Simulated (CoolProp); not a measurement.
Properties of isopentane along the isotherm 500 K (Tc = 460.3 K, pc = 33.78 bar, ω = 0.227).

The numbers come from the reference Helmholtz-energy equation of state, Lemmon 2006 in CoolProp. It is a short technical equation, of lower accuracy than the large ones.

```
p (bar)  phase  conductivity (mW/(m K))  fugacity coefficient
-------  -----  -----------------------  --------------------
1.3        gas                     42.3                0.9900
2.6        gas                     42.3                0.9800
3.9        gas                     42.2                0.9701
5.2        gas                     42.2                0.9602
6.5        gas                     42.2                     …
7.8        gas                     42.2                0.9405
9.1        gas                     42.2                0.9307
10.4       gas                     42.2                0.9210
11.7       gas                     42.3                0.9113
13         gas                     42.3                     …
14.3       gas                     42.4                0.8920
15.6       gas                     42.4                0.8824
16.9       gas                        …                     …
```

Complete the blanks.


- 6.5, fugacity coefficient: 0.9503
- 13, fugacity coefficient: 0.9016
- 16.9, conductivity (mW/(m K)): 42.5
- 16.9, fugacity coefficient: 0.8729

Thermal conductivity comes from a separate model (Vassiliou 2015).
